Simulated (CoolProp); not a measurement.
Vapour-liquid equilibrium of cyclohexane (1) + dimethyl carbonate (2) at 0.414 MPa; x and y are mole fractions of (1).

The numbers come from the multi-fluid Helmholtz-energy mixture model, Zhou 2014 and Zhou 2011; pair parameters Bell 2016 in CoolProp.

| x | bubble temperature, mixture model (K) | bubble temperature, Raoult's law (K) | y, mixture model | y, Raoult's law |
|---|---|---|---|---|
| 0.05 | … | 414.6 | … | 0.056 |
| 0.2 | 403.2 | 413.8 | 0.356 | 0.220 |
| 0.35 | 400.1 | 412.9 | … | 0.379 |
| 0.5 | 398.9 | 412.1 | … | 0.532 |
| 0.65 | 398.9 | 411.2 | 0.611 | 0.679 |
| 0.8 | … | 410.4 | … | 0.820 |
| 0.95 | 405.6 | 409.5 | … | 0.956 |

Question: What belongs in the gaps?

Answer: 
- 0.05, bubble temperature, mixture model (K): 410.7
- 0.05, y, mixture model: 0.130
- 0.35, y, mixture model: 0.469
- 0.5, y, mixture model: 0.543
- 0.8, bubble temperature, mixture model (K): 400.4
- 0.8, y, mixture model: 0.705
- 0.95, y, mixture model: 0.889

The largest gap from Raoult's law is -13.2 K in bubble temperature, at x = 0.5. y crosses x between x = 0.5 and 0.65: the model has an azeotrope there.

The pair parameters rest on a limited set of measurements; away from them the model extrapolates.
